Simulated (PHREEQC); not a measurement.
NaOH is added in steps, without added water, to 1 kg of water holding 0.0059 mol/kgw HF, 0.16 mol/kgw NH4F and 0.00014 mol/kgw H4SiO4, at 75 °C. Oxygen alone is held at its pressure in air (log pO2 = -0.68). CO2 from the air is kept out. Solids allowed: Chalcedony. Others were left out.

Base run: PHREEQC, ion-association model, wateq4f.dat. Each further column changes one thing. The table gives H3SiO4- (mol/kgw).

| NaOH added (mol) | base | all activity coefficients set to 1 | Debye-Hückel limiting law | database phreeqc.dat | Davies equation for every ion |
|---|---|---|---|---|---|
| 0 | 2.23e-11 | 3.99e-11 | 1.56e-11 | 2.06e-11 | 2.07e-11 |
| 0.02656 | 1.90e-6 | 1.31e-6 | 2.20e-6 | 2.14e-6 | 1.85e-6 |
| 0.05844 | 6.05e-6 | 4.20e-6 | 6.98e-6 | 6.78e-6 | 5.88e-6 |
| 0.085 | 1.16e-5 | 8.15e-6 | 1.33e-5 | 1.29e-5 | 1.13e-5 |
| 0.1116 | 2.12e-5 | 1.53e-5 | 2.40e-5 | 2.34e-5 | 2.07e-5 |
| 0.1434 | 4.99e-5 | 3.87e-5 | 5.47e-5 | 5.36e-5 | 4.90e-5 |
| 0.17 | 0.000126 | 0.000127 | 0.000124 | 0.000126 | 0.000126 |

Constants without temperature data keep their 25 °C values here. SiF6-2 is the database's only silicon fluoride. phreeqc.dat and wateq4f.dat share most of their constants, so their agreement is no independent check. Solids allowed in the column 'database phreeqc.dat': SiO2(a).
